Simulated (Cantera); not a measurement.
What does this Cantera script print?

```python
import numpy as np
import cantera as ct

gas_names = [...]  # 125 gases of nasa_gas.yaml made of C, H, N, Si
cond_names = """
    C(gr) C6H6(L) C7H8(L) C8H18(L),n-octa Si(cr) Si(L) SiC(b) Si3N4(a)
""".split()


# ... load() reads the species with a 1 bar reference pressure and builds the phases ...
atoms = {
    'Si3N4': {'Si': 3, 'N': 4},
    'Si': {'Si': 1},
    'H2': {'H': 2},
    'C': {'C': 1},
}
top_T = {'C(gr)': 4500, 'SiC(b)': 3050, 'Si3N4(a)': 2400}  # K; cautious upper limits of use, not melting points


# ... equilibrate(T, P, feed) seeds the gas with the atoms and calls Mixture.equilibrate('TP', solver="vcs", rtol=1e-11, max_steps=5000) ...
results = []
feed = {'Si3N4': 1, 'Si': 0.04, 'H2': 5.6, 'C': 0.0062}  # mol
P = 133.322  # Pa
for T in [2000, 2500, 3000, 3500, 4000, 4500, 5000]:
    mix = equilibrate(T, P, feed)
    results.append((T, P, feed, dict(zip(mix.species_names, mix.species_moles))))

top = {s: max(r[3][s] / sum(r[3][g] for g in gas_names) for r in results) for s in gas_names}
cols = sorted((s for s in top if top[s] > 0.001), key=lambda s: -top[s])[:9]
seen = [c for c in cond_names if any(r[3].get(c, 0) > 1e-12 for r in results)]
print("log10 of partial pressures in bar; condensed amounts in mol")
print(f"{'T/K':>10s}" + "".join(f"{s[:9]:>10s}" for s in cols + seen))
for T, P, feed, n in results:
    ng = sum(n[g] for g in gas_names)
    print(f"{T:10.4g}" + "".join(f"{np.log10(max(n[s] / ng * P / 1e5, 1e-99)):10.3f}" for s in cols)
          + "".join(f"{n.get(c, 0):10.4g}" for c in seen))
```

Output:

```
log10 of partial pressures in bar; condensed amounts in mol
       T/K         H        H2        N2        Si         N  Electron       Si+       SiH     Si(L)
      2000    -4.310    -3.043    -3.479    -4.361   -10.784   -11.504   -11.514    -6.051     2.752
      2500    -3.331    -3.462    -3.685    -3.507    -8.377    -8.907    -8.908    -5.816         0
      3000    -3.056    -4.509    -3.776    -3.594    -6.744    -7.485    -7.485    -6.703         0
      3500    -3.039    -5.620    -3.789    -3.604    -5.549    -6.430    -6.431    -7.470         0
      4000    -3.041    -6.487    -3.819    -3.611    -4.661    -5.631    -5.631    -8.065         0
      4500    -3.056    -7.189    -3.959    -3.640    -4.025    -5.014    -5.014    -8.566         0
      5000    -3.083    -7.783    -4.386    -3.709    -3.672    -4.539    -4.539    -9.032         0
```

These are equilibrium values from Cantera (NASA tables, ideal gas, pure condensed phases), not measurements of a reactor. The tables' values for SiN are old estimates; treat these amounts as uncertain. Gases not in the tables: Si2H6 and higher silanes.
